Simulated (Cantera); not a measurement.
## Equilibrium for chlorosilane synthesis and conversion: Si + HCl + H2

Input: 1 mol Si, 0.81 mol HCl, 2.5 mol H2, held at 0.280 bar.

These are equilibrium values from Cantera (NASA tables, ideal gas, pure condensed phases), not measurements of a reactor. Candidate condensed phases: Si; 19 gas species. The tables' values for SiCl3, SiCl are old estimates; treat these amounts as uncertain. Gases not in the tables: Si2H6 and higher silanes. Rates play no part.

From 1050 K to 1650 K the condensed part is Si(s). At 1700 K the condensed part is Si(l). The main Si-bearing gas is SiCl4 at 1050 K and SiCl2 at 1700 K. The share of Si in condensed phases is highest at 1300 K (81.3 %) and lowest at 1050 K (79.2 %).

```
T (K)   x H2   x HCl   x SiCl2   x SiCl4  x SiHCl3  n Si(s)  n Si(l)
-----  -----  ------  --------  --------  --------  -------  -------
1050   0.914  0.0192  0.000756    0.0426    0.0210    0.792        0
1100   0.908  0.0272   0.00166    0.0403    0.0198    0.797        0
1150   0.900  0.0371   0.00336    0.0370    0.0182    0.803        0
1200   0.890  0.0485   0.00623    0.0327    0.0164    0.807        0
1250   0.879  0.0611    0.0107    0.0275    0.0141    0.811        0
1300   0.867  0.0739    0.0168    0.0216    0.0116    0.813        0
1350   0.856  0.0860    0.0243    0.0157   0.00895    0.812        0
1400   0.845  0.0962    0.0324    0.0104   0.00648    0.810        0
1450   0.836   0.104    0.0399   0.00637   0.00442    0.806        0
1500   0.830   0.109    0.0461   0.00365   0.00288    0.802        0
1550   0.827   0.112    0.0509   0.00202   0.00183    0.799        0
1600   0.824   0.114    0.0544   0.00110   0.00115    0.796        0
1650   0.823   0.115    0.0570  0.000606  0.000729    0.794        0
1700   0.821   0.116    0.0585  0.000341  0.000468        0    0.793
```
x: gas mole fraction; n: condensed amount in mol.
